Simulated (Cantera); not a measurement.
Cantera run, input and output.

```python
import numpy as np
import cantera as ct

gas = ct.Solution("gri30.yaml")
gas.TPX = 2223, 180000, {'NO': 1, 'N2': 1.7}
reactor = ct.IdealGasConstPressureReactor(gas, energy="off", clone=False)
net = ct.ReactorNet([reactor])
net.rtol, net.atol = 1e-08, 1e-18
show = ['NO', 'O', 'NO2', 'O2', 'N2O']
times = np.geomspace(3e-05, 10, 13)

steps = ct.SolutionArray(gas, extra=["t"])
rows = []
print(f"{'t/s':>10s}{'T/K':>9s}{'P/Pa':>11s}" + "".join(f"{s:>11s}" for s in show))
for t in times:
    while net.time < t:
        t_next = net.step()
        steps.append(gas.state, t=t_next)
    rows.append([np.interp(t, steps.t, y) for y in (steps.T, steps.P, *steps(*show).X.T)])
    print(f"{t:10.3e}{rows[-1][0]:9.1f}{rows[-1][1]:11.4g}" + "".join(f"{x:11.3e}" for x in rows[-1][2:]))
rate = np.gradient(steps.T, steps.t)
print("integrator steps:", len(steps.t))
if steps.T.max() > steps.T[0] + 200:
    print(f"time of steepest temperature rise: {steps.t[rate.argmax()]:.4e} s")
gas.TPX = 2223, 180000, {'NO': 1, 'N2': 1.7}
gas.equilibrate("TP")
print(f"equilibrium (TP): T = {gas.T:.1f} K  " + "  ".join(f"{s} {gas[s].X[0]:.3e}" for s in show))
```

Output:

```
       t/s      T/K       P/Pa         NO          O        NO2         O2        N2O
 3.000e-05   2223.0    1.8e+05  3.703e-01  3.110e-05  1.299e-05  1.396e-06  2.944e-05
 8.657e-05   2223.0    1.8e+05  3.701e-01  9.605e-05  4.827e-05  1.589e-05  5.793e-05
 2.498e-04   2223.0    1.8e+05  3.695e-01  2.125e-04  1.121e-04  1.869e-04  7.459e-05
 7.208e-04   2223.0    1.8e+05  3.677e-01  2.456e-04  1.297e-04  1.019e-03  7.454e-05
 2.080e-03   2223.0    1.8e+05  3.627e-01  2.710e-04  1.424e-04  3.510e-03  7.223e-05
 6.002e-03   2223.0    1.8e+05  3.480e-01  3.345e-04  1.710e-04  1.082e-02  6.587e-05
 1.732e-02   2223.0    1.8e+05  3.057e-01  4.709e-04  2.155e-04  3.182e-02  4.992e-05
 4.998e-02   2223.0    1.8e+05  2.034e-01  6.979e-04  2.159e-04  8.288e-02  2.173e-05
 1.442e-01   2223.0    1.8e+05  6.739e-02  9.158e-04  9.476e-05  1.509e-01  3.027e-06
 4.162e-01   2223.0    1.8e+05  1.590e-02  9.852e-04  2.411e-05  1.766e-01  9.834e-07
 1.201e+00   2223.0    1.8e+05  1.246e-02  9.894e-04  1.898e-05  1.784e-01  9.409e-07
 3.465e+00   2223.0    1.8e+05  1.246e-02  9.894e-04  1.898e-05  1.784e-01  9.408e-07
 1.000e+01   2223.0    1.8e+05  1.246e-02  9.894e-04  1.898e-05  1.784e-01  9.408e-07
integrator steps: 1103
equilibrium (TP): T = 2223.0 K  NO 1.246e-02  O 9.894e-04  NO2 1.898e-05  O2 1.784e-01  N2O 9.408e-07
```

Computed with Cantera and GRI-Mech 3.0 (53 species, 325 reactions).
